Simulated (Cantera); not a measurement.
Adiabatic ignition

An adiabatic, constant-volume homogeneous reactor starts with 3.81 % CH4, 0.685 % C2H6, 0.365 % C3H8, 10.8 % O2, 80.7 % N2, 3.69 % H2O, equivalence ratio 1.1, at 973 K and 0.240 bar.

Cantera simulation using GRI-Mech 3.0 (53 species, 325 reactions); the numbers are that mechanism's predictions, not measurements. Below about 1000 K GRI-Mech 3.0 lacks low-temperature oxidation paths.

| t (s) | T (K) | P (bar) | x CH4 | x C2H6 | x C3H8 | x CH2CO | x O2 | x O | x HCO |
|---|---|---|---|---|---|---|---|---|---|
| 2.00e-6 | 973 | 0.240 | 0.0381 | 0.00685 | 0.00365 | <1e-12 | 0.108 | <1e-12 | <1e-12 |
| 9.28e-6 | 973 | 0.240 | 0.0381 | 0.00685 | 0.00365 | <1e-12 | 0.108 | <1e-12 | <1e-12 |
| 4.31e-5 | 973 | 0.240 | 0.0381 | 0.00685 | 0.00365 | <1e-12 | 0.108 | <1e-12 | <1e-12 |
| 0.000200 | 973 | 0.240 | 0.0381 | 0.00685 | 0.00365 | <1e-12 | 0.108 | <1e-12 | <1e-12 |
| 0.000928 | 973 | 0.240 | 0.0381 | 0.00685 | 0.00365 | <1e-12 | 0.108 | <1e-12 | <1e-12 |
| 0.00431 | 973 | 0.240 | 0.0381 | 0.00685 | 0.00365 | <1e-12 | 0.108 | 1.31e-12 | <1e-12 |
| 0.0200 | 973 | 0.240 | 0.0381 | 0.00685 | 0.00365 | <1e-12 | 0.108 | 4.98e-12 | <1e-12 |
| 0.0928 | 973 | 0.240 | 0.0381 | 0.00685 | 0.00365 | 1.67e-10 | 0.108 | 7.86e-11 | <1e-12 |
| 0.431 | 989 | 0.244 | 0.0368 | 0.00573 | 0.00296 | 1.69e-5 | 0.105 | 1.92e-8 | 4.00e-9 |
| 2.00 | 2291 | 0.578 | <1e-12 | <1e-12 | <1e-12 | <1e-12 | 0.00146 | 0.000239 | 2.28e-9 |
x: mole fraction; the columns are a selection and need not sum to one.

* **time of steepest temperature rise**: 0.500 s
* **temperature at 2.00 s**: 2291 K
* **equilibrium temperature**: 2291 K
* **x(CH4) at 2.00 s**: <1e-12 (gas-phase equilibrium <1e-12)
* **x(C2H6) at 2.00 s**: <1e-12 (gas-phase equilibrium <1e-12)
* **x(C3H8) at 2.00 s**: <1e-12 (gas-phase equilibrium <1e-12)
